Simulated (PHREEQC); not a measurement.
1 kg of water holding 0.047 mol/kgw Na2CO3, 0.0048 mol/kgw NaOH, 0.0063 mol/kgw NaCl and 0.073 mol/kgw Na2SO4 is evaporated at 25 °C; the solids stay in contact with the brine. CO2 is held at log p = -3.4 (atm). Solids allowed: Burkeite, Halite, Mirabilite, Nahcolite, Natron, Thenardite, Trona. Others were left out.

Model: Pitzer model, pitzer.dat, run in PHREEQC.

| water left (kg) | ionic strength | water activity | Mirabilite (mol) | Trona (mol) |
|---|---|---|---|---|
| 0.9997 | 0.354 | 0.994 | 0 | 0 |
| 0.6753 | 0.528 | 0.992 | 0 | 0 |
| 0.555 | 0.645 | (withheld) | 0 | 0 |
| 0.3749 | 0.961 | 0.986 | 0 | 0 |
| 0.3081 | 1.17 | 0.983 | 0 | 0 |
| 0.2081 | 1.75 | 0.976 | 0 | 0 |
| 0.1406 | (withheld) | 0.967 | 0 | 0 |
| 0.1155 | 3.16 | 0.960 | 0 | 0 |
| 0.07802 | 4.70 | (withheld) | 0 | 0 |
| 0.0527 | 6.97 | (withheld) | 0 | 0 |
| 0.0433 | 8.49 | 0.895 | 0 | 0 |
| 0.0239 | 11.6 | 0.843 | 0.0295 | 0.000755 |
| 0.01534 | 11.5 | 0.840 | 0.0452 | 0.0131 |
| 0.003875 | 11.0 | 0.805 | 0.0617 | 0.0294 |

Problem. What belongs in the gaps?

Solution. 
- 0.555, water activity: 0.990
- 0.1406, ionic strength: 2.60
- 0.07802, water activity: 0.943
- 0.0527, water activity: 0.915
